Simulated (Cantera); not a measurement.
Feed: 1 mol Ti(OiPr)4, 21 mol H2, 1 mol C3H8, equilibrated at 0.100 bar.

Method: chemical equilibrium by Gibbs-energy minimisation in Cantera with the NASA 1993 tables (ideal gas, pure condensed phases). Candidate condensed phases: C, C6H6, C7H8, C8H18, H2O, Ti, TiC, TiO, TiO2, Ti2O3, Ti3O5, Ti4O7; 113 gas species. The feed counts by its element totals alone. Mutual solubility and eutectic melting of coexisting phases are not modelled. TiC: taken at fixed stoichiometry. Equilibrium is a limit: real reactors are often held back by kinetics, nucleation or transport.

Which condensed phases are stable at each of these points (T (°C)): 1000, 1050, 1100, 1150, 1200, 1250, 1300, 1350, 1400, 1450, 1500?


| T (°C) | condensed phases | Ti condensed (%) |
|---|---|---|
| 1000 | C(graphite) + TiC(s) + Ti3O5(s) | 100.0 |
| 1050 | C(graphite) + TiC(s) | 100.0 |
| 1100 | C(graphite) + TiC(s) | 100.0 |
| 1150 | C(graphite) + TiC(s) | 100.0 |
| 1200 | C(graphite) + TiC(s) | 100.0 |
| 1250 | C(graphite) + TiC(s) | 100.0 |
| 1300 | C(graphite) + TiC(s) | 100.0 |
| 1350 | C(graphite) + TiC(s) | 100.0 |
| 1400 | C(graphite) + TiC(s) | 100.0 |
| 1450 | C(graphite) + TiC(s) | 100.0 |
| 1500 | C(graphite) + TiC(s) | 100.0 |

At 1000 °C the condensed part is C(graphite) + TiC(s) + Ti3O5(s). From 1050 °C to 1500 °C the condensed part is C(graphite) + TiC(s).
